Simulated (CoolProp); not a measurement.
A simple Rankine cycle with n-butane: condensing at 327.15 K, boiler at 1.36 MPa, turbine inlet 407.4 K, turbine efficiency 0.75, pump efficiency 0.8, no recuperator. Each further row changes one setting.

The numbers come from the reference Helmholtz-energy equation of state, Bücker 2006 in CoolProp.

| case | thermal efficiency (%) | net work (kJ/kg) | heat in (kJ/kg) | turbine exit temperature (K) | volume ratio over the turbine |
|---|---|---|---|---|---|
| as stated | 6.7 | … | 477 | … | … |
| turbine inlet 427.4 K | 6.6 | 34.5 | … | 403.8 | 2.53 |
| condensing temperature 319.15 K | 7.9 | 39.5 | 497 | 378.0 | 3.16 |
| boiler pressure 0.952 MPa | 4.2 | 20.5 | 488 | 393.5 | … |
| turbine efficiency 0.65 | 5.7 | 27.4 | 477 | 385.0 | … |

Question: What belongs in the gaps?

Answer: 
- as stated, net work (kJ/kg): 31.9
- as stated, turbine exit temperature (K): 382.9
- as stated, volume ratio over the turbine: 2.56
- turbine inlet 427.4 K, heat in (kJ/kg): 525
- boiler pressure 0.952 MPa, volume ratio over the turbine: 1.75
- turbine efficiency 0.65, volume ratio over the turbine: 2.58
